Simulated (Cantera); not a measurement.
Feed: 1 mol Si, a varied amount of F2, at 600 K and 0.133 bar.

Cantera equilibrium calculation (NASA polynomials, part measured and part estimated; ideal gas, pure solids and liquids). Candidate condensed phases: Si; 9 gas species. Rates play no part.

### Question
Which condensed phases are stable at each of these points (n(F2) (mol)): 0.53, 0.82, 1.1, 1.4, 1.7, 2, 2.3, 2.6?

### Answer
```
n(F2) (mol)  condensed phases  Si condensed (%)
-----------  ----------------  ----------------
0.53                    Si(s)              73.5
0.82                    Si(s)              59.0
1.1                     Si(s)              45.0
1.4                     Si(s)              30.0
1.7                     Si(s)              15.0
2                    gas only               0.0
2.3                  gas only               0.0
2.6                  gas only               0.0
```

From 0.53 mol F2 to 1.7 mol F2 the condensed part is Si(s). From 2 mol F2 to 2.6 mol F2 nothing is condensed.
